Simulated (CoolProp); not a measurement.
Octamethylcyclotetrasiloxane (D4) along the isobar 6.41 MPa: density (kg/m³) from the reference equation and from simpler models built on Tc = 586.5 K, pc = 1.347 MPa, ω = 0.598; each cubic takes its own stable root.

Model: reference Helmholtz-energy equation of state, Thol 2015, in CoolProp.

```json
[
 {"T (K)": "369.4", "phase": "liquid", "reference": "882.3"},
 {"T (K)": "394.3", "phase": "liquid", "reference": "854.9"},
 {"T (K)": "419.2", "phase": "liquid", "reference": "827.2"},
 {"T (K)": "444.1", "phase": "liquid", "reference": "799.0"},
 {"T (K)": "469", "phase": "liquid", "reference": "770.1"},
 {"T (K)": "493.9", "phase": "liquid", "reference": "740.4"},
 {"T (K)": "518.8", "phase": "liquid", "reference": "709.8"},
 {"T (K)": "543.7", "phase": "liquid", "reference": "677.9"}
]
```

How far does each simpler model (Redlich-Kwong, Peng-Robinson) lie from the reference over these 8 states: mean and median of the absolute difference, and the worst?


- Redlich-Kwong: mean 11.4 %, median 11.5 %, worst -13.3 % at 369.4 K and 6.41 MPa
- Peng-Robinson: mean 4.1 %, median 4.5 %, worst +5.0 % at 493.9 K and 6.41 MPa
